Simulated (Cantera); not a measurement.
A perfectly stirred reactor is fed with CH4 : CO : O2 : N2 = 1.5 : 0.15 : 2.77 : 10.4 (molar parts), at 12.8 atm; it is adiabatic with a 800 K inlet, and is followed from long to short residence time, starting on the burning branch (τ in s: 0.028, 0.014, 0.0069, 0.0035, 0.0017, 0.00087, 0.00044, 0.00022, 0.00011, 5.5e-05).

Model: GRI-Mech 3.0 (53 species, 325 reactions), integrated in Cantera. The pressure lies above the range GRI-Mech 3.0 was tuned for (to about 10 atm).

Problem. Predict: blow-out, bracketed by the residence times tried; x(CH4) at τ = 28.0 ms; x(CO) at τ = 28.0 ms; x(O2) at τ = 28.0 ms; x(O) at τ = 28.0 ms; x(CH2O) at τ = 28.0 ms; x(CH4) at τ = 0.870 ms; x(CO) at τ = 0.870 ms; x(O2) at τ = 0.870 ms; x(O) at τ = 0.870 ms; x(CH2O) at τ = 0.870 ms.

Solution. blow-out, bracketed by the residence times tried: burning at 55.0 µs, the shortest tried
x(CH4) at τ = 28.0 ms: 1.27e-6
x(CO) at τ = 28.0 ms: 0.0329
x(O2) at τ = 28.0 ms: 0.00108
x(O) at τ = 28.0 ms: 0.000177
x(CH2O) at τ = 28.0 ms: 1.77e-7
x(CH4) at τ = 0.870 ms: 2.80e-5
x(CO) at τ = 0.870 ms: 0.0342
x(O2) at τ = 0.870 ms: 0.00220
x(O) at τ = 0.870 ms: 0.000295
x(CH2O) at τ = 0.870 ms: 4.20e-6
